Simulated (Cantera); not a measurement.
A closed system holds: 1 mol CS₂, 0.63 mol H₂O, 0.04 mol O₂, at 1602 °C and 0.0133 bar.

Cantera equilibrium calculation (NASA polynomials, part measured and part estimated; ideal gas, pure solids and liquids). Candidate condensed phases: C, C₆H₆, C₇H₈, C₈H₁₈, H₂O, H₂SO₄, S; 123 gas species. Rates play no part.

Base state: CO 0.301, S₂ 0.293, H₂ 0.246, CS₂ 0.105, CS 0.0179, SH 0.0143, H₂S 0.0131, S 0.00623 (mole fractions); condensed: gas only.

Task: What changes in the equilibrium state with this change: temperature from 1602 °C to 1752 °C?

Result: 
```
species    before     after
-------  --------  --------
CO          0.301     0.294
S₂          0.293     0.292
H₂          0.246     0.239
CS₂         0.105    0.0811
CS         0.0179    0.0393
S         0.00623    0.0175
H₂S        0.0131   0.00824
SH         0.0143    0.0199
H         0.00281   0.00815
COS      0.000567  0.000369
```
